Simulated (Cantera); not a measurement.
## Hydrocarbon pyrolysis for carbon deposition

An isothermal, constant-pressure homogeneous reactor starts with C2H4 : H2 = 1 : 73 (molar parts), at 1898 K and 1.00 bar.

Cantera simulation using GRI-Mech 3.0 (53 species, 325 reactions); the numbers are that mechanism's predictions, not measurements. GRI-Mech 3.0 was tuned for natural gas; its chemistry of ethylene as a main component is partial and can be far from experiment. GRI-Mech 3.0 stops at C3 and has no aromatics, soot or wall deposition, so with more carbon than oxygen in the feed, carbon stays in small species such as C2H2 where larger ones or solid carbon would form.

```csv
t (s),x C2H4,x H2,x C2H,x C2H6,x H,x CH3,x CH4
2.00e-5,0.0128,0.986,1.53e-10,1.32e-7,1.64e-5,1.38e-8,2.87e-7
7.19e-5,0.0108,0.986,2.06e-9,4.76e-7,5.82e-5,5.79e-8,4.56e-6
0.000258,0.00443,0.986,1.95e-8,5.29e-7,0.000166,1.91e-7,3.64e-5
0.000928,0.000188,0.986,6.37e-8,3.86e-8,0.000370,5.51e-7,7.21e-5
0.00334,0.000158,0.986,1.27e-7,4.48e-8,0.000736,1.92e-6,0.000128
0.0120,0.000155,0.986,1.35e-7,4.63e-8,0.000791,6.41e-6,0.000400
0.0431,0.000150,0.985,1.30e-7,5.59e-8,0.000786,2.05e-5,0.00129
0.155,0.000142,0.984,1.21e-7,9.91e-8,0.000782,4.43e-5,0.00280
0.557,0.000140,0.984,1.20e-7,1.10e-7,0.000781,4.84e-5,0.00306
2.00,0.000140,0.984,1.20e-7,1.10e-7,0.000781,4.84e-5,0.00306
```
x: mole fraction; the columns are a selection and need not sum to one.

Equilibrium at this temperature and pressure: C2H4 0.000140, H2 0.984, C2H 1.20e-7, C2H6 1.10e-7, H 0.000781, CH3 4.84e-5, CH4 0.00306 (gas phase only).
